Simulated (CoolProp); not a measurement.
Dry air at 409.7 K and 4.12 MPa flows at 19 m/s in a round tube of 1 mm bore and 15 µm roughness, fully developed (64/Re and Nu = 3.66 if laminar; Colebrook and Gnielinski if turbulent). Each further row changes one setting.

The numbers come from the reference Helmholtz-energy equation of state, Lemmon 2000 in CoolProp. It is a pseudo-pure fit of the blend.

```json
[
 {"case": "as stated", "Reynolds number": "27500", "Darcy friction factor": "[?]", "pressure drop (Pa/m)": "284000", "heat-transfer coefficient (W/(m² K))": "4660", "mass flow (kg/h)": "[?]"},
 {"case": "velocity 38 m/s", "Reynolds number": "55000", "Darcy friction factor": "[?]", "pressure drop (Pa/m)": "1110000", "heat-transfer coefficient (W/(m² K))": "9310", "mass flow (kg/h)": "[?]"},
 {"case": "diameter 2 mm", "Reynolds number": "55000", "Darcy friction factor": "0.0358", "pressure drop (Pa/m)": "112000", "heat-transfer coefficient (W/(m² K))": "[?]", "mass flow (kg/h)": "[?]"}
]
```

Q: Complete the blanks.

A: 
- as stated, Darcy friction factor: 0.0453
- as stated, mass flow (kg/h): 1.86
- velocity 38 m/s, Darcy friction factor: 0.0445
- velocity 38 m/s, mass flow (kg/h): 3.73
- diameter 2 mm, heat-transfer coefficient (W/(m² K)): 3650
- diameter 2 mm, mass flow (kg/h): 7.45

Viscosity comes from a separate model (Lemmon 2004). Thermal conductivity comes from a separate model (Lemmon 2004).
